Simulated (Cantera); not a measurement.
An isothermal, constant-pressure homogeneous reactor starts with 30.5 % CH4, 64.0 % CO2, 5.49 % H2, at 1973 K and 30.0 bar.

Cantera simulation using GRI-Mech 3.0 (53 species, 325 reactions); the numbers are that mechanism's predictions, not measurements. The pressure lies above the range GRI-Mech 3.0 was tuned for (to about 10 atm).

x: mole fraction; the columns are a selection and need not sum to one.

| t (s) | x CH4 | x CO2 | x H2 | x CO | x H2O | x CH2CO | x OH |
|---|---|---|---|---|---|---|---|
| 0.000100 | 0.0875 | 0.391 | 0.157 | 0.149 | 0.135 | 9.36e-5 | … |
| 0.000315 | 0.0295 | 0.224 | 0.118 | 0.297 | 0.242 | 0.000186 | … |
| 0.000992 | 0.0170 | 0.148 | 0.147 | 0.393 | 0.234 | 0.000118 | … |
| 0.00312 | 0.0127 | 0.0997 | 0.203 | 0.469 | 0.190 | 4.02e-5 | … |
| 0.00984 | 0.00568 | 0.0714 | 0.250 | 0.513 | 0.155 | 7.44e-6 | … |
| 0.0310 | 0.000314 | 0.0636 | 0.267 | 0.524 | 0.145 | 2.09e-7 | 6.58e-6 |
| 0.0976 | 3.44e-6 | 0.0633 | 0.268 | 0.524 | 0.145 | 2.26e-9 | 6.59e-6 |
| 0.307 | 3.44e-6 | 0.0633 | 0.268 | 0.524 | 0.145 | 2.26e-9 | 6.59e-6 |
| 0.968 | 3.44e-6 | 0.0633 | 0.268 | 0.524 | 0.145 | 2.26e-9 | 6.59e-6 |
| 3.05 | 3.44e-6 | 0.0633 | 0.268 | 0.524 | 0.145 | 2.26e-9 | 6.59e-6 |
| 9.60 | 3.44e-6 | 0.0633 | 0.268 | 0.524 | 0.145 | 2.26e-9 | 6.59e-6 |
| 30.2 | 3.44e-6 | 0.0633 | 0.268 | 0.524 | 0.145 | 2.26e-9 | 6.59e-6 |
| 95.3 | 3.44e-6 | 0.0633 | 0.268 | 0.524 | 0.145 | 2.26e-9 | 6.59e-6 |
| 300 | 3.44e-6 | 0.0633 | 0.268 | 0.524 | 0.145 | 2.26e-9 | 6.59e-6 |

Q: Some entries are withheld; supply them.

A: 
- 0.000100, x OH: 9.74e-6
- 0.000315, x OH: 1.72e-5
- 0.000992, x OH: 1.48e-5
- 0.00312, x OH: 1.00e-5
- 0.00984, x OH: 7.29e-6
